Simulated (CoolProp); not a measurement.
Vapour-liquid equilibrium of propane (1) + cyclohexane (2) at 293.2 K; x and y are mole fractions of (1).

Values from CoolProp's multi-fluid Helmholtz-energy mixture model, Lemmon 2009 and Zhou 2014; pair parameters Bell 2016.

Give the bubble pressure and the first vapour's composition at x = 0.05, 0.2, 0.65. Is there an azeotrope?

x = 0.05: 0.06065 MPa, y = 0.833; x = 0.2: 0.2045 MPa, y = 0.955; x = 0.65: 0.5604 MPa, y = 0.990. No azeotrope shows between x = 0.05 and 0.95.

The pair parameters rest on a limited set of measurements; away from them the model extrapolates. The gap from Raoult's law changes sign with composition, which may be real or a fault of the pair parameters; it wasn't checked against measurements.
